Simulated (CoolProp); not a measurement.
Vapour-liquid equilibrium of n-butane (1) + R113 (2) at 698 kPa; x and y are mole fractions of (1).

Model: multi-fluid Helmholtz-energy mixture model, Bücker 2006 and Marx 1992; pair parameters Bell 2016, in CoolProp.

Give the bubble temperature and the first vapour's composition at x = 0.35, 0.5, 0.8. Is there an azeotrope?

x = 0.35: 364.4 K, y = 0.624; x = 0.5: 356.0 K, y = 0.753; x = 0.8: 343.5 K, y = 0.918. No azeotrope shows between x = 0.05 and 0.95.

The pair parameters rest on a limited set of measurements; away from them the model extrapolates.
